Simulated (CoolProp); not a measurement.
Saturation properties of CHF3 (R23) (Tc = 299.3 K, pc = 4.832 MPa, ω = 0.263).

Values from CoolProp's reference Helmholtz-energy equation of state, Penoncello 2003.

```json
[
 {"T (K)": "150.3", "p (MPa)": "0.004435", "vapour density (kg/m³)": "0.2500", "enthalpy of vaporisation (kJ/kg)": "270.0", "surface tension (mN/m)": "24.7", "liquid viscosity (µPa s)": "697"},
 {"T (K)": "164.7", "p (MPa)": "0.01645", "vapour density (kg/m³)": "0.8528", "enthalpy of vaporisation (kJ/kg)": "259.7", "surface tension (mN/m)": "21.9", "liquid viscosity (µPa s)": "498"},
 {"T (K)": "179.2", "p (MPa)": "0.04818", "vapour density (kg/m³)": "2.326", "enthalpy of vaporisation (kJ/kg)": "248.8", "surface tension (mN/m)": "19.1", "liquid viscosity (µPa s)": "374"},
 {"T (K)": "193.6", "p (MPa)": "0.1166", "vapour density (kg/m³)": "5.321", "enthalpy of vaporisation (kJ/kg)": "237.3", "surface tension (mN/m)": "16.4", "liquid viscosity (µPa s)": "293"},
 {"T (K)": "208", "p (MPa)": "0.2456", "vapour density (kg/m³)": "10.75", "enthalpy of vaporisation (kJ/kg)": "224.8", "surface tension (mN/m)": "13.7", "liquid viscosity (µPa s)": "236"},
 {"T (K)": "222.5", "p (MPa)": "0.4664", "vapour density (kg/m³)": "19.91", "enthalpy of vaporisation (kJ/kg)": "210.7", "surface tension (mN/m)": "11.0", "liquid viscosity (µPa s)": "192"},
 {"T (K)": "236.9", "p (MPa)": "0.8101", "vapour density (kg/m³)": "34.38", "enthalpy of vaporisation (kJ/kg)": "194.6", "surface tension (mN/m)": "8.50", "liquid viscosity (µPa s)": "158"},
 {"T (K)": "251.4", "p (MPa)": "1.320", "vapour density (kg/m³)": "57.07", "enthalpy of vaporisation (kJ/kg)": "175.5", "surface tension (mN/m)": "6.06", "liquid viscosity (µPa s)": "129"},
 {"T (K)": "265.8", "p (MPa)": "2.034", "vapour density (kg/m³)": "92.52", "enthalpy of vaporisation (kJ/kg)": "152.1", "surface tension (mN/m)": "3.80", "liquid viscosity (µPa s)": "104"},
 {"T (K)": "280.2", "p (MPa)": "3.007", "vapour density (kg/m³)": "152.2", "enthalpy of vaporisation (kJ/kg)": "121.2", "surface tension (mN/m)": "1.80", "liquid viscosity (µPa s)": "81.1"}
]
```

It boils at 191.1 K under 1 atm.

Viscosity comes from a separate model (Shan 2000). Surface tension comes from a separate correlation (Mulero 2012).
